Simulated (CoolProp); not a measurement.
Vapour pressure (MPa) of propylene glycol: the reference equation beside estimates from Tc = 674.0 K, pc = 7.292 MPa, ω = 0.327. Clausius-Clapeyron is anchored at 325 K with a constant enthalpy of vaporisation of 63.79 kJ/mol.

The numbers come from the reference Helmholtz-energy equation of state, Eisenbach 2021 in CoolProp.

| T (K) | reference | Clausius-Clapeyron | van der Waals |
|---|---|---|---|
| 325 | 0.0001539 | 0.0001539 | 0.1579 |
| 333.3 | 0.0002762 | 0.0002770 | 0.1880 |
| 341.6 | 0.0004790 | 0.0004846 | 0.2220 |
| 350 | … | 0.0008307 | 0.2607 |
| 358.3 | 0.001322 | 0.001380 | 0.3034 |
| 366.6 | 0.002100 | 0.002242 | 0.3509 |
| 374.9 | 0.003253 | 0.003563 | 0.4033 |
| 383.2 | 0.004925 | 0.005550 | 0.4609 |
| 391.6 | 0.007331 | 0.008527 | 0.5248 |
| 399.9 | 0.01064 | 0.01281 | 0.5936 |
| 408.2 | 0.01517 | … | 0.6684 |
| 416.5 | … | 0.02751 | 0.7494 |
| 424.8 | 0.02928 | 0.03943 | 0.8367 |
| 433.1 | 0.03975 | 0.05573 | 0.9307 |

**Question.** Some entries are withheld; supply them.

**Answer.** 
- 350, reference: 0.0008100
- 408.2, Clausius-Clapeyron: 0.01891
- 416.5, reference: 0.02125

Absolute difference from the reference over all 14 rows, mean and median: Clausius-Clapeyron 14.5 and 11.1 %, van der Waals 23934.5 and 10778.1 %.
